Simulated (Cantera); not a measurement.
What does this Cantera script print?

```python
import numpy as np
import cantera as ct

surf = ct.Interface("ptcombust.yaml", "Pt_surf")
gas = surf.adjacent["gas"]
gas.TPX = 850, 280000, {'CH4': 0.0023, 'O2': 0.011, 'N2': 0.79, 'H2O': 0.014}
surf.TP = 850, 280000
reactor = ct.FlowReactor(gas, clone=False)
reactor.area = 0.0001  # m2
reactor.surface_area_to_volume_ratio = 780  # 1/m
reactor.mass_flow_rate = 1.8 * reactor.area * gas.density  # inlet velocity 1.8 m/s
reactor.energy_enabled = False
wall = ct.ReactorSurface(surf, reactor, clone=False)
net = ct.ReactorNet([reactor])
net.rtol, net.atol = 1e-8, 1e-16
show, cover = ['CH4', 'O2', 'H2O', 'CO2', 'CO'], ['PT(S)', 'H(S)', 'O(S)', 'OH(S)', 'CO(S)', 'C(S)']

rows = []
print(f"{'z/m':>9s}{'u/(m/s)':>9s}" + "".join(f"{s:>13s}" for s in show + cover))
for z in [0.00016, 0.00027, 0.00044, 0.00074, 0.0012, 0.0021, 0.0034, 0.0057, 0.0095, 0.016]:
    net.advance(z)
    rows.append([reactor.speed, *gas[show].X, *surf[cover].coverages])
    print(f"{z:9.4g}{rows[-1][0]:9.3g}" + "".join(f"{x:13.4e}" for x in rows[-1][1:]))
```

It prints:

```
      z/m  u/(m/s)          CH4           O2          H2O          CO2           CO        PT(S)         H(S)         O(S)        OH(S)        CO(S)         C(S)
  0.00016      1.8   2.8120e-03   1.3455e-02   1.7134e-02   2.0271e-06   1.1165e-07   9.1846e-02   7.5258e-08   9.0289e-01   5.2381e-03   1.3482e-05   3.6107e-08
  0.00027      1.8   2.8105e-03   1.3452e-02   1.7137e-02   3.4317e-06   1.7693e-07   9.1855e-02   7.5275e-08   9.0288e-01   5.2387e-03   1.3560e-05   3.6097e-08
  0.00044      1.8   2.8083e-03   1.3447e-02   1.7141e-02   5.6171e-06   2.6235e-07   9.1868e-02   7.5302e-08   9.0287e-01   5.2397e-03   1.3662e-05   3.6080e-08
  0.00074      1.8   2.8042e-03   1.3439e-02   1.7149e-02   9.5073e-06   3.7655e-07   9.1889e-02   7.5346e-08   9.0284e-01   5.2415e-03   1.3795e-05   3.6048e-08
   0.0012      1.8   2.7981e-03   1.3427e-02   1.7162e-02   1.5529e-05   4.8826e-07   9.1919e-02   7.5411e-08   9.0281e-01   5.2441e-03   1.3917e-05   3.5997e-08
   0.0021      1.8   2.7861e-03   1.3403e-02   1.7186e-02   2.7402e-05   5.8755e-07   9.1972e-02   7.5531e-08   9.0275e-01   5.2491e-03   1.4005e-05   3.5893e-08
   0.0034      1.8   2.7689e-03   1.3369e-02   1.7220e-02   4.4594e-05   6.2550e-07   9.2044e-02   7.5698e-08   9.0267e-01   5.2562e-03   1.3997e-05   3.5738e-08
   0.0057      1.8   2.7385e-03   1.3308e-02   1.7281e-02   7.4888e-05   6.2936e-07   9.2169e-02   7.5989e-08   9.0254e-01   5.2686e-03   1.3902e-05   3.5462e-08
   0.0095      1.8   2.6889e-03   1.3209e-02   1.7380e-02   1.2443e-04   6.1922e-07   9.2373e-02   7.6467e-08   9.0231e-01   5.2888e-03   1.3724e-05   3.5006e-08
    0.016      1.8   2.6056e-03   1.3043e-02   1.7546e-02   2.0766e-04   6.0098e-07   9.2719e-02   7.7278e-08   9.0193e-01   5.3229e-03   1.3419e-05   3.4229e-08
```

Computed with Cantera and Deutschmann's 1995 Pt surface mechanism with GRI-Mech 3.0 gas chemistry. Catalytic surfaces can have several steady states; this one follows from the mechanism file's or the stated starting coverage. Mass transfer to the wall is taken as infinitely fast.
